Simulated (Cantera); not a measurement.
**Diamond growth**

A diamond (100) surface in a fixed gas of H2 with x(CH4) = 0.0023, x(H) = 0.0018, x(CH3) = 0.0013, 0.148 atm; coverages are run to steady state.

Cantera simulation using the Harris–Goodwin 1993 mechanism for the reconstructed diamond (100) surface; the numbers are that mechanism's predictions, not measurements.

```
T (K)  growth (µm/h)  θ c6HH   θ c6H*  θ c6*H   θ c6**   θ c6HM
-----  -------------  ------  -------  ------  -------  -------
900             33.6   0.406  0.00606   0.169  0.00213    0.336
975             54.7   0.408   0.0104   0.229  0.00433    0.261
1050            76.3   0.406   0.0164   0.292  0.00788    0.192
1125            80.6   0.415   0.0246   0.368   0.0134    0.114
1200            56.7   0.421   0.0348   0.445   0.0208   0.0442
1275            35.6   0.406   0.0442   0.492   0.0283   0.0122
1350            29.0   0.385   0.0522   0.514   0.0351  0.00303
```
θ: site fractions in the mechanism's names (c6HH fully hydrogenated, c6H* and c6*H radical sites, c6** diradical, c6HM methylated).
